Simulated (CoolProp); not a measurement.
c-C4F8 (RC318) along the isotherm 363.8 K: fugacity coefficient from the reference equation and from simpler models built on Tc = 388.4 K, pc = 2.778 MPa, ω = 0.355; each cubic takes its own stable root.

Values from CoolProp's reference Helmholtz-energy equation of state, Platzer 1990. This equation is an older, rougher fit; its heat capacities, sound speeds and derivatives of the liquid may be far off and weren't checked against measurements.

```
p (MPa)   phase  reference  van der Waals  Redlich-Kwong
-------  ------  ---------  -------------  -------------
0.022       gas     0.9967         0.9972         0.9967
0.0331      gas     0.9951         0.9959         0.9951
0.05        gas     0.9926         0.9938         0.9926
0.0754      gas     0.9888         0.9906         0.9889
0.114       gas     0.9831         0.9858         0.9832
0.172       gas     0.9746         0.9785         0.9747
0.259       gas     0.9617         0.9677         0.9619
0.39        gas     0.9425         0.9514         0.9428
0.589       gas     0.9132         0.9266         0.9140
0.889       gas     0.8690         0.8893         0.8708
1.34        gas     0.8016         0.8328         0.8061
2.02     liquid     0.6374         0.7440         0.6876
3.05     liquid     0.4472         0.5519         0.4884
4.6      liquid     0.3226         0.4154         0.3571
6.94     liquid     0.2418         0.3290         0.2716
```

At some of these states van der Waals gives the other phase, because its saturation line lies elsewhere.
